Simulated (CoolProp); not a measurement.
Vapour-liquid equilibrium of propylene (1) + R22 (2) at -87.75 °C; x and y are mole fractions of (1).

Computed with CoolProp (multi-fluid Helmholtz-energy mixture model, Lemmon 2013 and Kamei 1995; pair parameters Bell 2016).

```tsv
x	bubble pressure, mixture model (bar)	bubble pressure, Raoult's law (bar)	y, mixture model	y, Raoult's law
0.05	(withheld)	0.05997	0.137	0.086
0.2	(withheld)	0.06679	0.387	0.309
0.35	0.08642	0.07360	0.533	0.490
0.5	(withheld)	0.08042	(withheld)	0.641
0.65	(withheld)	0.08724	(withheld)	0.769
0.8	(withheld)	0.09406	(withheld)	0.877
0.95	0.1030	0.1009	0.953	0.971
```

Question: Fill in the missing entries.

Answer: 
- 0.05, bubble pressure, mixture model (bar): 0.06364
- 0.2, bubble pressure, mixture model (bar): 0.07720
- 0.5, bubble pressure, mixture model (bar): 0.09297
- 0.5, y, mixture model: 0.640
- 0.65, bubble pressure, mixture model (bar): 0.09777
- 0.65, y, mixture model: 0.735
- 0.8, bubble pressure, mixture model (bar): 0.1012
- 0.8, y, mixture model: 0.834

The largest gap from Raoult's law is +17.4 % in bubble pressure, at x = 0.35. No azeotrope shows between x = 0.05 and 0.95.

The pair parameters rest on a limited set of measurements; away from them the model extrapolates.
